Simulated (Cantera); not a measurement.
**Silicon nitride deposition: SiH2Cl2 + NH3 + H2**

Input: 1 mol SiH2Cl2, a varied amount of NH3, 15 mol H2, at 602 °C and 0.00220 bar.

Equilibrium computed with Cantera from the NASA thermochemical tables; the gas is ideal and each condensed phase is pure. Candidate condensed phases: NH4Cl, Si, Si3N4; 28 gas species. The tables' values for SiCl3 are old estimates; treat these amounts as uncertain. Rates play no part.

From 0.24 mol NH3 to 0.55 mol NH3 the condensed part is Si(s) + Si3N4(s). From 0.83 mol NH3 to 35 mol NH3 the condensed part is Si3N4(s). The main Si-bearing gas is SiCl4 throughout.

```csv
n(NH3) (mol),x H2,x N2,x HCl,x SiCl4,x SiHCl3,x SiCl3,x SiCl2,n Si(s),n Si3N4(s)
0.24,0.961,1.21e-11,0.0113,0.0232,0.00433,0.000260,0.000169,0.346,0.0600
0.36,0.961,1.21e-11,0.0112,0.0229,0.00429,0.000258,0.000168,0.257,0.0900
0.55,0.962,1.21e-11,0.0112,0.0225,0.00423,0.000254,0.000166,0.115,0.138
0.83,0.950,4.66e-9,0.0290,0.0196,0.00141,8.50e-5,2.13e-5,0,0.207
1.3,0.899,0.000317,0.0985,0.00176,3.51e-5,2.18e-6,1.56e-7,0,0.322
1.9,0.887,0.0142,0.0988,0.000145,2.84e-6,1.78e-7,1.26e-8,0,0.332
2.9,0.874,0.0354,0.0901,5.61e-5,1.19e-6,7.49e-8,5.79e-9,0,0.333
4.4,0.859,0.0610,0.0795,2.44e-5,5.78e-7,3.67e-8,3.19e-9,0,0.333
6.6,0.843,0.0892,0.0677,1.04e-5,2.82e-7,1.81e-8,1.83e-9,0,0.333
10,0.826,0.119,0.0550,3.89e-6,1.28e-7,8.27e-9,1.02e-9,0,0.333
15,0.809,0.147,0.0432,1.33e-6,5.46e-8,3.57e-9,5.55e-10,0,0.333
23,0.794,0.174,0.0321,3.78e-7,2.05e-8,1.35e-9,2.80e-10,0,0.333
35,0.782,0.195,0.0232,9.81e-8,7.25e-9,4.83e-10,1.37e-10,0,0.333
```
x: gas mole fraction; n: condensed amount in mol.
